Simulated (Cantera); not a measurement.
A perfectly stirred reactor is fed with 11.5 % NH3, 88.5 % N2, at 1.00 bar; it is held at 1800 K, and followed from long to short residence time.

Cantera simulation using the gas-phase N/H chemistry of the illustrative SiF4/NH3 mechanism in the Surface Chemkin manual (1991); the numbers are that mechanism's predictions, not measurements. Walls and surfaces, which speed up NH3 decomposition in real reactors, are not modelled.

One state of this run: x NH3 = 0.0720; x N2 = 0.870; x NH2 = 8.44e-5; x H2 = 0.0577; x H = 2.54e-5; x NH = 1.54e-6. x: mole fraction; the columns are a selection and need not sum to one.

### Question
Which value of τ (s) does it belong to?
A. 0.26
B. 0.083
C. 0.026
D. 2.7

### Answer
A, 0.26
